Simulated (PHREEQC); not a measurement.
## Spent oxide etchant

A solution holds 0.042 mol/kgw HF, 6.3e-05 mol/kgw (NH4)2SiF6, 0.0016 mol/kgw HBF4 and 0.00088 mol/kgw H2SO4, at 25 °C. Closed to the air; pH follows from the charge balance.

The numbers come from PHREEQC with the ion-association model, phreeqc.dat.

Precipitation was switched off in this run.

Q: What pH, ionic strength does the model give?

A: pH 2.16; ionic strength 0.00831 mol/kgw.

Q: In which forms is F present?

A: HF 76 %, BF4- 13 %, F- 8.0 %, HF2- 2.3 %, SiF6-2 0.8 % of the F.

SiF6-2 is the database's only silicon fluoride. Real BF4- forms and hydrolyses slowly; the run takes it at equilibrium.
